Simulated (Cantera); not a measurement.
Feed: 1 mol Cu, 1.2 mol F₂, at 1448 K and 10.0 mbar.

Equilibrium computed with Cantera from the NASA thermochemical tables; the gas is ideal and each condensed phase is pure. Candidate condensed phases: Cu, CuF₂; 6 gas species. Equilibrium is a limit: real reactors are often held back by kinetics, nucleation or transport.

Base state: CuF₂ 0.714, F 0.286, CuF 0.000520, F₂ 0.000178 (mole fractions); condensed: gas only.

What changes in the equilibrium state with this change: 0.024 mol CH₄ added?


```tsv
species	before	after
CuF₂	0.714	0.751
F	0.286	0.157
HF	0	0.0722
CF₄	0	0.0181
F₂	0.000178	5.39e-5
CuF	0.000520	0.000995
```
Gases not in the tables: C₂F₆ and larger saturated fluorocarbons. Further candidate phases: C, C₆H₆, C₇H₈, C₈H₁₈.
